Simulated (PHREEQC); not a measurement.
Make-up at 25 °C: 0.0022 mol CaSO4, 0.011 mol Na2SO4 and 7e-07 mol K2SiO3 per kg of water. Closed to the air; pH follows from the charge balance.

Equilibrium calculation in PHREEQC: Pitzer model, pitzer.dat.

The ionic strength comes out as 0.0418 mol/kgw. What activity coefficients do K+, SO4-2, Na+, Ca+2, OH- get?

K+ 0.82, SO4-2 0.45, Na+ 0.83, Ca+2 0.32, OH- 0.81. Single-ion values are on the MacInnes scale.

This is a speciation only: nothing precipitates in the calculation. Complexes and solids missing from the database can't appear.
